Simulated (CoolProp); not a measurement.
Vapour-liquid equilibrium of nitrogen (1) + carbon monoxide (2) at 1.67 MPa; x and y are mole fractions of (1).

Computed with CoolProp (multi-fluid Helmholtz-energy mixture model, Span 2000 and Lemmon 2006; pair parameters Gernert 2013).

**Question.** Give the bubble temperature and the first vapour's composition at x = 0.05, 0.25, 0.35. Is there an azeotrope?

**Answer.** x = 0.05: 117.5 K, y = 0.061; x = 0.25: 116.1 K, y = 0.291; x = 0.35: 115.5 K, y = 0.398. No azeotrope shows between x = 0.05 and 0.95.

The pair parameters rest on a limited set of measurements; away from them the model extrapolates.
